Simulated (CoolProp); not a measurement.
The fluid at 298.15 K and 9.22 MPa flows at 0.83 m/s in a round tube of 50 mm bore and 15 µm roughness, fully developed (64/Re and Nu = 3.66 if laminar; Colebrook and Gnielinski if turbulent). The same conditions are run with several fluids, on thermodynamics alone (safety and materials aside).

Values from CoolProp's reference Helmholtz-energy equation of state of each fluid (n-heptane: Span 2003; R236FA: Pan 2012; propane: Lemmon 2009; propylene: Lemmon 2013; R11: Jacobsen 1992).

```tsv
fluid	Reynolds number	Darcy friction factor	pressure drop (Pa/m)	heat-transfer coefficient (W/(m² K))	mass flow (kg/h)
n-heptane	66500	0.0208	98.7	1140	(withheld)
R236FA	173000	0.0180	174	(withheld)	8210
propane	190000	0.0178	63.1	1510	(withheld)
propylene	203000	0.0177	64.4	(withheld)	3100
R11	131000	(withheld)	193	(withheld)	(withheld)
```

Problem. Fill in the missing entries.

Solution. 
- n-heptane, mass flow (kg/h): 4040
- R236FA, heat-transfer coefficient (W/(m² K)): 1420
- propane, mass flow (kg/h): 3010
- propylene, heat-transfer coefficient (W/(m² K)): 1680
- R11, Darcy friction factor: 0.0187
- R11, heat-transfer coefficient (W/(m² K)): 1210
- R11, mass flow (kg/h): 8800

Transport values come from each fluid's own correlations; those of R236FA, propylene, R11 are estimates that may be off by 10 % or more.
